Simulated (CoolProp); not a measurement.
Vapour-liquid equilibrium of methanol (1) + benzene (2) at 358.8 K; x and y are mole fractions of (1).

Computed with CoolProp (multi-fluid Helmholtz-energy mixture model, de Reuck 1993 and Thol 2012; pair parameters Bell 2016).

```
x     bubble pressure (kPa)  y at the bubble point  dew pressure at overall composition x (kPa)  liquid density (mol/L)
----  ---------------------  ---------------------  -------------------------------------------  ----------------------
0.05                  166.7                  0.279                                        126.6                   10.59
0.15                  216.1                  0.471                                        142.6                   11.16
0.25                  237.6                  0.538                                        160.7                   11.83
0.35                  246.9                  0.571                                        182.6                   12.61
0.45                  251.5                  0.593                                        209.7                   13.53
0.55                  254.3                  0.616                                        241.2                   14.61
0.65                  255.4                  0.649                                        255.4                   15.89
0.75                  253.5                  0.701                                        249.5                   17.41
0.85                  246.1                  0.783                                        238.6                   19.23
0.95                  231.2                  0.912                                        226.6                   21.41
```

y crosses x between x = 0.55 and 0.65: the model has an azeotrope there.

Pair parameters are fitted to limited data, so mixtures are less certain than the pure fluids. With so large a gap from Raoult's law the liquid may split in two, which this calculation doesn't test in full.
